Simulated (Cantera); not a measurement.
A perfectly stirred reactor is fed with C2H6 : N2 = 1 : 53 (molar parts), at 750 Torr; it is held at 1925 K, and followed from long to short residence time.

Model: GRI-Mech 3.0 (53 species, 325 reactions), integrated in Cantera. GRI-Mech 3.0 stops at C3 and has no aromatics, soot or wall deposition, so with more carbon than oxygen in the feed, carbon stays in small species such as C2H2 where larger ones or solid carbon would form.

Q: What does this change do: pressure from 750 Torr to 180 Torr?

A: 
| quantity | before | after |
|---|---|---|
| x(C2H6) at τ = 2.20 s | 8.15e-8 | 1.56e-7 |
| x(CH4) at τ = 2.20 s | 0.000263 | 0.000222 |
| x(HCN) at τ = 2.20 s | 0.00103 | 0.00200 |
| x(C2H2) at τ = 2.20 s | 0.0172 | 0.0167 |
| x(CH3) at τ = 2.20 s | 2.77e-5 | 4.94e-5 |
| x(C2H6) at τ = 31.0 ms | 5.28e-6 | 9.78e-6 |
| x(CH4) at τ = 31.0 ms | 0.00157 | 0.00118 |
| x(HCN) at τ = 31.0 ms | 0.000184 | 0.000405 |
| x(C2H2) at τ = 31.0 ms | 0.0169 | 0.0168 |
| x(CH3) at τ = 31.0 ms | 0.000218 | 0.000387 |

Q: What does this change do: pressure from 750 Torr to 82.5 Torr?

A: 
```csv
quantity,before,after
x(C2H6) at τ = 2.20 s,8.15e-8,2.37e-7
x(CH4) at τ = 2.20 s,0.000263,0.000200
x(HCN) at τ = 2.20 s,0.00103,0.00258
x(C2H2) at τ = 2.20 s,0.0172,0.0164
x(CH3) at τ = 2.20 s,2.77e-5,6.52e-5
x(C2H6) at τ = 31.0 ms,5.28e-6,1.55e-5
x(CH4) at τ = 31.0 ms,0.00157,0.00122
x(HCN) at τ = 31.0 ms,0.000184,0.000426
x(C2H2) at τ = 31.0 ms,0.0169,0.0167
x(CH3) at τ = 31.0 ms,0.000218,0.000543
```

Q: What does this change do: N2 53 to 8.7 parts?

A: 
| quantity | before | after |
|---|---|---|
| x(C2H6) at τ = 2.20 s | 8.15e-8 | 3.36e-7 |
| x(CH4) at τ = 2.20 s | 0.000263 | 0.00143 |
| x(HCN) at τ = 2.20 s | 0.00103 | 0.000413 |
| x(C2H2) at τ = 2.20 s | 0.0172 | 0.0845 |
| x(CH3) at τ = 2.20 s | 2.77e-5 | 6.76e-5 |
| x(C2H6) at τ = 31.0 ms | 5.28e-6 | 2.07e-5 |
| x(CH4) at τ = 31.0 ms | 0.00157 | 0.00873 |
| x(HCN) at τ = 31.0 ms | 0.000184 | 5.47e-5 |
| x(C2H2) at τ = 31.0 ms | 0.0169 | 0.0813 |
| x(CH3) at τ = 31.0 ms | 0.000218 | 0.000508 |
